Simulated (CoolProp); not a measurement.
Isopentane at several states: fugacity coefficient from the reference equation and from simpler models built on Tc = 187.2 °C, pc = 3.378 MPa, ω = 0.227; each cubic takes its own stable root.

Model: reference Helmholtz-energy equation of state, Lemmon 2006, in CoolProp. It is a short technical equation, of lower accuracy than the large ones.

```json
[
 {"T (°C)": "4.35", "p (MPa)": "0.0121", "phase": "gas", "reference": "0.9933", "van der Waals": "0.9966", "Redlich-Kwong": "0.9951", "Soave-Redlich-Kwong": "0.9946", "Peng-Robinson": "0.9944"},
 {"T (°C)": "136.05", "p (MPa)": "0.546", "phase": "gas", "reference": "0.9190", "van der Waals": "0.9366", "Redlich-Kwong": "___", "Soave-Redlich-Kwong": "0.9206", "Peng-Robinson": "0.9142"},
 {"T (°C)": "194.45", "p (MPa)": "0.284", "phase": "gas", "reference": "0.9727", "van der Waals": "0.9760", "Redlich-Kwong": "0.9728", "Soave-Redlich-Kwong": "0.9729", "Peng-Robinson": "0.9699"},
 {"T (°C)": "45.15", "p (MPa)": "0.0387", "phase": "gas", "reference": "0.9867", "van der Waals": "0.9920", "Redlich-Kwong": "0.9891", "Soave-Redlich-Kwong": "0.9881", "Peng-Robinson": "0.9876"},
 {"T (°C)": "73.95", "p (MPa)": "4.71", "phase": "liquid", "reference": "___", "van der Waals": "0.2248", "Redlich-Kwong": "0.1235", "Soave-Redlich-Kwong": "0.09371", "Peng-Robinson": "0.09020"},
 {"T (°C)": "-54.95", "p (MPa)": "0.0759", "phase": "liquid", "reference": "0.02063", "van der Waals": "0.8281", "Redlich-Kwong": "___", "Soave-Redlich-Kwong": "0.01996", "Peng-Robinson": "0.02192"}
]
```

**Question.** Fill in the missing entries.

**Answer.** 
- 136.05, Redlich-Kwong: 0.9238
- 73.95, reference: 0.09099
- -54.95, Redlich-Kwong: 0.04651
